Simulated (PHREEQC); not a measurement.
A solution holds 1.5 mmol/kgw H2SO4 and 7.3 mmol/kgw KH2PO4, at 38 °C. Closed to the air; pH follows from the charge balance.

Model: ion-association model, phreeqc.dat, run in PHREEQC.

Each row changes one thing in this solution. Precipitation was switched off in this run.

```json
[
 {"case": "as made", "pH": "2.85", "ionic strength (mol/kgw)": "0.0101"},
 {"case": "KH2PO4 left out", "pH": "2.60", "ionic strength (mol/kgw)": "0.00386"},
 {"case": "H2SO4 left out", "pH": "4.77", "ionic strength (mol/kgw)": "0.00736"},
 {"case": "temperature from 38 to 20 °C", "pH": "2.81", "ionic strength (mol/kgw)": "0.0103"},
 {"case": "temperature from 38 to 35 °C", "pH": "2.85", "ionic strength (mol/kgw)": "0.0101"},
 {"case": "KH2PO4 replaced by Na2HPO4 at the same molality", "pH": "…", "ionic strength (mol/kgw)": "0.0201"},
 {"case": "KH2PO4 replaced by H3PO4 at the same molality", "pH": "…", "ionic strength (mol/kgw)": "0.00723"},
 {"case": "0.00054 mol/kgw Ca(OH)2 added", "pH": "3.06", "ionic strength (mol/kgw)": "0.0109"}
]
```

Q: Complete the blanks.

A: 
- KH2PO4 replaced by Na2HPO4 at the same molality, pH: 7.14
- KH2PO4 replaced by H3PO4 at the same molality, pH: 2.24

Away from 25 °C the constants follow the database's enthalpies or fits; those with neither stay at their 25 °C values.
